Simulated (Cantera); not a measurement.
C2H2 + H2O (carbon deposition, reforming and gasification)

Charge: 1 mol C2H2, 0.4 mol H2O, equilibrated at 66.0 Pa.

Method: chemical equilibrium by Gibbs-energy minimisation in Cantera with the NASA 1993 tables (ideal gas, pure condensed phases). Candidate condensed phases: C, C6H6, C7H8, C8H18, H2O; 110 gas species. Rates play no part.

From 523 K to 2723 K the condensed part is C(graphite). The main C-bearing gas is CH4 at 523 K and CO at 2723 K. The share of C in condensed phases is highest at 523 K (86.6 %) and lowest at 2723 K (69.3 %).

```json
[
 {"T (K)": "523", "x H2": "0.516", "x H": "<1e-12", "x H2O": "0.263", "x CO": "0.000718", "x CH4": "0.187", "x CO2": "0.0329", "x C3": "<1e-12", "n C(graphite)": "1.73"},
 {"T (K)": "723", "x H2": "0.792", "x H": "2.92e-12", "x H2O": "0.0173", "x CO": "0.161", "x CH4": "0.00221", "x CO2": "0.0269", "x C3": "<1e-12", "n C(graphite)": "1.67"},
 {"T (K)": "923", "x H2": "0.778", "x H": "8.40e-9", "x H2O": "0.000176", "x CO": "0.222", "x CH4": "9.29e-5", "x CO2": "0.000103", "x C3": "<1e-12", "n C(graphite)": "1.60"},
 {"T (K)": "1123", "x H2": "0.778", "x H": "1.46e-6", "x H2O": "7.53e-6", "x CO": "0.222", "x CH4": "1.17e-5", "x CO2": "1.97e-6", "x C3": "<1e-12", "n C(graphite)": "1.60"},
 {"T (K)": "1323", "x H2": "0.778", "x H": "5.44e-5", "x H2O": "8.36e-7", "x CO": "0.222", "x CH4": "2.71e-6", "x CO2": "1.29e-7", "x C3": "<1e-12", "n C(graphite)": "1.60"},
 {"T (K)": "1523", "x H2": "0.777", "x H": "0.000793", "x H2O": "1.66e-7", "x CO": "0.222", "x CH4": "9.18e-7", "x CO2": "1.77e-8", "x C3": "<1e-12", "n C(graphite)": "1.60"},
 {"T (K)": "1723", "x H2": "0.772", "x H": "0.00624", "x H2O": "4.80e-8", "x CO": "0.222", "x CH4": "3.96e-7", "x CO2": "3.92e-9", "x C3": "1.48e-11", "n C(graphite)": "1.60"},
 {"T (K)": "1923", "x H2": "0.749", "x H": "0.0317", "x H2O": "1.74e-8", "x CO": "0.219", "x CH4": "1.95e-7", "x CO2": "1.19e-9", "x C3": "5.83e-9", "n C(graphite)": "1.60"},
 {"T (K)": "2123", "x H2": "0.675", "x H": "0.115", "x H2O": "6.90e-9", "x CO": "0.209", "x CH4": "9.39e-8", "x CO2": "4.27e-10", "x C3": "7.26e-7", "n C(graphite)": "1.60"},
 {"T (K)": "2323", "x H2": "0.507", "x H": "0.302", "x H2O": "2.47e-9", "x CO": "0.189", "x CH4": "3.47e-8", "x CO2": "1.62e-10", "x C3": "3.86e-5", "n C(graphite)": "1.59"},
 {"T (K)": "2523", "x H2": "0.272", "x H": "0.564", "x H2O": "6.56e-10", "x CO": "0.159", "x CH4": "7.04e-9", "x CO2": "6.13e-11", "x C3": "0.00107", "n C(graphite)": "1.57"},
 {"T (K)": "2723", "x H2": "0.0948", "x H": "0.742", "x H2O": "1.23e-10", "x CO": "0.134", "x CH4": "6.42e-10", "x CO2": "2.57e-11", "x C3": "0.0180", "n C(graphite)": "1.39"}
]
```
x: gas mole fraction; n: condensed amount in mol.
